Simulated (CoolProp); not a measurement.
Computed with CoolProp (reference Helmholtz-energy equation of state, Bücker 2006).

### Question
Give the vapour pressure (MPa), liquid cp (kJ/(kg K)), vapour viscosity (µPa s), liquid conductivity (mW/(m K)) of saturated ethane at 208.4 K.

### Answer
```
T (K)  p (MPa)  liquid cp (kJ/(kg K))  vapour viscosity (µPa s)  liquid conductivity (mW/(m K))
-----  -------  ---------------------  ------------------------  ------------------------------
208.4    0.313                   2.56                      6.68                             145
```

Viscosity comes from a separate model (Friend 1991). Thermal conductivity comes from a separate model (Friend 1991).
